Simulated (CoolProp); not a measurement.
Properties of toluene along the isotherm 325.2 K.

Model: reference Helmholtz-energy equation of state, Lemmon 2006, in CoolProp. It is a short technical equation, of lower accuracy than the large ones.

```json
[
 {"p (MPa)": "0.0652", "phase": "liquid", "cp (kJ/(kg K))": "1.791", "cv (kJ/(kg K))": "1.345", "isothermal compressibility (1/MPa)": "0.001124", "viscosity (µPa s)": "410"},
 {"p (MPa)": "0.102", "phase": "liquid", "cp (kJ/(kg K))": "1.791", "cv (kJ/(kg K))": "1.345", "isothermal compressibility (1/MPa)": "0.001123", "viscosity (µPa s)": "410"},
 {"p (MPa)": "0.158", "phase": "liquid", "cp (kJ/(kg K))": "1.791", "cv (kJ/(kg K))": "1.345", "isothermal compressibility (1/MPa)": "0.001122", "viscosity (µPa s)": "411"},
 {"p (MPa)": "0.246", "phase": "liquid", "cp (kJ/(kg K))": "1.791", "cv (kJ/(kg K))": "1.345", "isothermal compressibility (1/MPa)": "0.001121", "viscosity (µPa s)": "411"},
 {"p (MPa)": "0.384", "phase": "liquid", "cp (kJ/(kg K))": "1.790", "cv (kJ/(kg K))": "1.345", "isothermal compressibility (1/MPa)": "0.001119", "viscosity (µPa s)": "411"},
 {"p (MPa)": "0.597", "phase": "liquid", "cp (kJ/(kg K))": "1.790", "cv (kJ/(kg K))": "1.345", "isothermal compressibility (1/MPa)": "(withheld)", "viscosity (µPa s)": "412"},
 {"p (MPa)": "0.93", "phase": "liquid", "cp (kJ/(kg K))": "1.790", "cv (kJ/(kg K))": "1.345", "isothermal compressibility (1/MPa)": "(withheld)", "viscosity (µPa s)": "413"},
 {"p (MPa)": "1.45", "phase": "liquid", "cp (kJ/(kg K))": "1.789", "cv (kJ/(kg K))": "1.345", "isothermal compressibility (1/MPa)": "0.001105", "viscosity (µPa s)": "415"},
 {"p (MPa)": "2.25", "phase": "liquid", "cp (kJ/(kg K))": "(withheld)", "cv (kJ/(kg K))": "1.346", "isothermal compressibility (1/MPa)": "0.001095", "viscosity (µPa s)": "418"},
 {"p (MPa)": "3.51", "phase": "liquid", "cp (kJ/(kg K))": "(withheld)", "cv (kJ/(kg K))": "1.346", "isothermal compressibility (1/MPa)": "0.001079", "viscosity (µPa s)": "423"},
 {"p (MPa)": "5.47", "phase": "liquid", "cp (kJ/(kg K))": "1.784", "cv (kJ/(kg K))": "1.347", "isothermal compressibility (1/MPa)": "0.001055", "viscosity (µPa s)": "(withheld)"},
 {"p (MPa)": "8.51", "phase": "liquid", "cp (kJ/(kg K))": "1.780", "cv (kJ/(kg K))": "1.348", "isothermal compressibility (1/MPa)": "(withheld)", "viscosity (µPa s)": "441"},
 {"p (MPa)": "13.3", "phase": "liquid", "cp (kJ/(kg K))": "(withheld)", "cv (kJ/(kg K))": "1.350", "isothermal compressibility (1/MPa)": "(withheld)", "viscosity (µPa s)": "458"},
 {"p (MPa)": "20.6", "phase": "liquid", "cp (kJ/(kg K))": "1.769", "cv (kJ/(kg K))": "1.353", "isothermal compressibility (1/MPa)": "0.0009059", "viscosity (µPa s)": "484"}
]
```

Q: Fill in the missing entries.

A: 
- 0.597, isothermal compressibility (1/MPa): 0.001117
- 0.93, isothermal compressibility (1/MPa): 0.001112
- 2.25, cp (kJ/(kg K)): 1.788
- 3.51, cp (kJ/(kg K)): 1.786
- 5.47, viscosity (µPa s): 430
- 8.51, isothermal compressibility (1/MPa): 0.001021
- 13.3, cp (kJ/(kg K)): 1.775
- 13.3, isothermal compressibility (1/MPa): 0.0009715

Viscosity comes from a separate model (Avgeri 2015).
